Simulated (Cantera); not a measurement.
An adiabatic, constant-pressure homogeneous reactor starts with H₂ : O₂ : N₂ : NO = 1 : 0.385 : 1.45 : 0.013 (molar parts), at 1448 K and 8.39 atm. Integrator tolerance rtol = 1e-08.

Model: GRI-Mech 3.0 (53 species, 325 reactions), integrated in Cantera. The hydrogen kinetics of GRI-Mech 3.0 are dated; newer H2 mechanisms differ, most at raised pressure. Above 3000 K some thermodynamic fits are extrapolated.

Problem. What does this change do: initial temperature 1448 to 1375 K?

Solution. 
| quantity | before | after |
|---|---|---|
| time of steepest temperature rise | 2.09 µs | 2.95 µs |
| temperature at 0.100 s | 3040 K | 3009 K |
| equilibrium temperature | 3040 K | 3009 K |
| x(H₂) at 0.100 s | 0.0979 (gas-phase equilibrium 0.0979) | 0.0966 (gas-phase equilibrium 0.0966) |
| x(O₂) at 0.100 s | 0.00255 (gas-phase equilibrium 0.00255) | 0.00219 (gas-phase equilibrium 0.00219) |
| x(NO) at 0.100 s | 0.00473 (gas-phase equilibrium 0.00473) | 0.00424 (gas-phase equilibrium 0.00424) |
| x(N₂O) at 0.100 s | 6.68e-7 (gas-phase equilibrium 6.68e-7) | 5.99e-7 (gas-phase equilibrium 5.99e-7) |
| x(OH) at 0.100 s | 0.0188 (gas-phase equilibrium 0.0188) | 0.0171 (gas-phase equilibrium 0.0171) |
The mechanism lacks 2 NO + O2 → 2 NO2 and HONO, so NO2 and the effect of NO are under-described below about 1400 K.

Problem. What does this change do: initial temperature 1448 to 1475 K?

Solution. 
```json
[
 {"quantity": "time of steepest temperature rise", "before": "2.09 µs", "after": "1.87 µs"},
 {"quantity": "temperature at 0.100 s", "before": "3040 K", "after": "3051 K"},
 {"quantity": "equilibrium temperature", "before": "3040 K", "after": "3051 K"},
 {"quantity": "x(H₂) at 0.100 s", "before": "0.0979 (gas-phase equilibrium 0.0979)", "after": "0.0984 (gas-phase equilibrium 0.0984)"},
 {"quantity": "x(O₂) at 0.100 s", "before": "0.00255 (gas-phase equilibrium 0.00255)", "after": "0.00268 (gas-phase equilibrium 0.00268)"},
 {"quantity": "x(NO) at 0.100 s", "before": "0.00473 (gas-phase equilibrium 0.00473)", "after": "0.00491 (gas-phase equilibrium 0.00491)"},
 {"quantity": "x(N₂O) at 0.100 s", "before": "6.68e-7 (gas-phase equilibrium 6.68e-7)", "after": "6.94e-7 (gas-phase equilibrium 6.94e-7)"},
 {"quantity": "x(OH) at 0.100 s", "before": "0.0188 (gas-phase equilibrium 0.0188)", "after": "0.0195 (gas-phase equilibrium 0.0195)"}
]
```
